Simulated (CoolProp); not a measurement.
A simple Rankine cycle with R152A: condensing at 288.15 K, boiler at 2.25 MPa, turbine inlet 391.2 K, turbine efficiency 0.65, pump efficiency 0.7, no recuperator. Each further row changes one setting.

Computed with CoolProp (reference Helmholtz-energy equation of state, Outcalt 1996). It is a modified Benedict-Webb-Rubin equation, recast in Helmholtz form.

```tsv
case	thermal efficiency (%)	net work (kJ/kg)	heat in (kJ/kg)	turbine exit temperature (K)	volume ratio over the turbine
as stated	___	38.0	383	333.6	5.12
turbine inlet 411.2 K	10.1	___	___	355.8	5.03
condensing temperature 280.15 K	11.1	44.1	396	326.3	6.59
boiler pressure 1.57 MPa	8.2	32.4	396	349.4	3.49
turbine efficiency 0.55	___	___	383	___	___
```

Q: Fill in the missing entries.

A: 
- as stated, thermal efficiency (%): 9.9
- turbine inlet 411.2 K, net work (kJ/kg): 41.7
- turbine inlet 411.2 K, heat in (kJ/kg): 413
- turbine efficiency 0.55, thermal efficiency (%): 8.3
- turbine efficiency 0.55, net work (kJ/kg): 31.7
- turbine efficiency 0.55, turbine exit temperature (K): 338.9
- turbine efficiency 0.55, volume ratio over the turbine: 5.22
